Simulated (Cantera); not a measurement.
Input: 1 mol V, 25 mol N₂, at 1373.15 K and 75.0 Torr.

Method: chemical equilibrium by Gibbs-energy minimisation in Cantera with the NASA 1993 tables (ideal gas, pure condensed phases). Candidate condensed phases: V, VN; 4 gas species. VN: taken at fixed stoichiometry. Condensed phases not in the tables: V₂N. Rates play no part.

Base state: N₂ 1.00 (mole fractions); condensed: VN(s).

Q: What changes in the equilibrium state with this change: 0.85 mol NH₃ added?

A: 
```
species     before   after
----------  ------  ------
N₂            1.00   0.951
H₂               0  0.0487
VN(s), mol    1.00    1.00
```
